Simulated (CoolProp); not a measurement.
Vapour-liquid equilibrium of R22 (1) + methanol (2) at 290.1 K; x and y are mole fractions of (1).

Model: multi-fluid Helmholtz-energy mixture model, Kamei 1995 and de Reuck 1993; pair parameters Bell 2016, in CoolProp.

```tsv
x	bubble pressure (MPa)	y at the bubble point	dew pressure at overall composition x (MPa)	liquid density (mol/L)
0.05	0.08013	0.866	0.01162	24.15
0.2	(withheld)	0.961	0.01378	22.39
0.35	0.3919	0.977	(withheld)	20.74
0.5	0.5005	0.984	0.02195	19.17
0.65	0.5927	0.988	0.03124	(withheld)
0.8	0.6826	0.992	0.05422	16.17
0.95	0.7901	0.998	0.2042	14.65
```

Complete the blanks.


- 0.2, bubble pressure (MPa): 0.2555
- 0.35, dew pressure at overall composition x (MPa): 0.01692
- 0.65, liquid density (mol/L): 17.66

No azeotrope shows between x = 0.05 and 0.95.

The pair parameters rest on a limited set of measurements; away from them the model extrapolates. The gap from Raoult's law changes sign with composition, which may be real or a fault of the pair parameters; it wasn't checked against measurements. With so large a gap from Raoult's law the liquid may split in two, which this calculation doesn't test in full.
